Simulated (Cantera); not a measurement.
A perfectly stirred reactor is fed with CO : H₂ : O₂ : N₂ = 1 : 0.032 : 1.03 : 6.3 (molar parts), equivalence ratio 0.50, at 750 Torr; it is adiabatic with a 400 K inlet, and is followed from long to short residence time, starting on the burning branch (τ in s: 0.11, 0.03, 0.0083, 0.0023, 0.00064, 0.00018, 5e-05, 1.4e-05, 3.9e-06).

Detailed kinetics in Cantera: GRI-Mech 3.0 (53 species, 325 reactions).

x: mole fraction; the columns are a selection and need not sum to one.

```
τ (s)    T (K)     x CO     x H₂    x O₂    x N₂O   x H₂O₂
-------  -----  -------  -------  ------  -------  -------
0.11      1439  0.00291      [?]  0.0666  1.50e-6  6.16e-8
0.030     1403  0.00705      [?]  0.0682  1.24e-6  1.18e-7
0.0083    1293   0.0208      [?]  0.0744  9.46e-7  2.39e-7
0.0023     400    0.120  0.00383   0.123   <1e-12   <1e-12
0.00064    400    0.120  0.00383   0.123   <1e-12   <1e-12
0.00018    400    0.120  0.00383   0.123   <1e-12   <1e-12
5.0e-5     400    0.120  0.00383   0.123   <1e-12   <1e-12
1.4e-5     400    0.120  0.00383   0.123   <1e-12   <1e-12
3.9e-6     400    0.120  0.00383   0.123   <1e-12   <1e-12
```

Q: What belongs in the gaps?

A: 
- 0.11, x H₂: 1.81e-5
- 0.030, x H₂: 4.01e-5
- 0.0083, x H₂: 9.46e-5
